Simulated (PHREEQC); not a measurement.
# Ultrapure water in contact with air or piping (model solution)

Synthetic water in mmol/kgw, 20 °C, pH 5.92, pe 9.5:

| constituent | mmol/kgw |
|---|---|
| Na | 0.00171 |
| K | 2.56e-07 |
| Ca | 0.00196 |
| Mg | 0.000537 |
| Cl | 0.00532 |
| S(6) | 0.000579 |
| Alkalinity (meq/kgw) | 0.000188 |
| Ba | 5.91e-06 |
| Br | 6.37e-05 |
| F | 1.57e-06 |
| Si | 4.86e-05 |
| B | 1.44e-05 |

Valence states are taken as typed.

All values are PHREEQC results (ion-association model, wateq4f.dat), not measurements.

```
Property                        Value
--------------------  ---------------
ionic strength        1.10e-5 mol/kgw
charge-balance error           -0.1 %
```

```json
[
 {"species": "Cl-", "molality": "5.32e-6", "activity": "5.30e-6", "log γ": "-0.002"},
 {"species": "CO2", "molality": "4.01e-6", "activity": "4.01e-6", "log γ": "0.000"},
 {"species": "Ca+2", "molality": "1.96e-6", "activity": "1.93e-6", "log γ": "-0.007"},
 {"species": "Na+", "molality": "1.71e-6", "activity": "1.70e-6", "log γ": "-0.002"},
 {"species": "HCO3-", "molality": "1.39e-6", "activity": "1.38e-6", "log γ": "-0.002"},
 {"species": "H+", "molality": "1.21e-6", "activity": "1.20e-6", "log γ": "-0.002"},
 {"species": "SO4-2", "molality": "5.79e-7", "activity": "5.70e-7", "log γ": "-0.007"},
 {"species": "Mg+2", "molality": "5.37e-7", "activity": "5.29e-7", "log γ": "-0.007"},
 {"species": "Br-", "molality": "6.37e-8", "activity": "6.35e-8", "log γ": "-0.002"},
 {"species": "H4SiO4", "molality": "4.86e-8", "activity": "4.86e-8", "log γ": "0.000"},
 {"species": "H3BO3", "molality": "1.44e-8", "activity": "1.44e-8", "log γ": "0.000"},
 {"species": "Ba+2", "molality": "5.91e-9", "activity": "5.82e-9", "log γ": "-0.007"},
 {"species": "OH-", "molality": "5.67e-9", "activity": "5.65e-9", "log γ": "-0.002"}
]
```

This is a speciation only: nothing precipitates in the calculation. Species that the database lacks are ignored. SiF6-2 is the database's only silicon fluoride. Real BF4- forms and hydrolyses slowly; the run takes it at equilibrium.
